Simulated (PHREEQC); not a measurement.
A PHREEQC input (ion-association model, wateq4f.dat):

```
SOLUTION 1
  temp 25
  units mg/kgw
  pH 7.88
  pe 0.4
  Na 57.8
  K 4.31
  Ca 134
  Mg 13.7
  Cl 97.8
  S(6) 27 as SO4
  Alkalinity 440 as HCO3
  Li 0.845
  Br 12.2
  Mn(2) 3.31
  F 5.24
END
USE solution 1
EQUILIBRIUM_PHASES 1
  Fluuorite 0 0
  CO2(g) -2 10
END
```

It stops with these messages:

```
ERROR: Phase not found in database, Fluuorite.
ERROR: Calculations terminating due to input errors.
```

The fault: the phase Fluorite misspelt. The line should read `Fluorite` where the input has `Fluuorite`. With the mend the run ends at pH 7.61 and ionic strength 0.0140 mol/kgw.
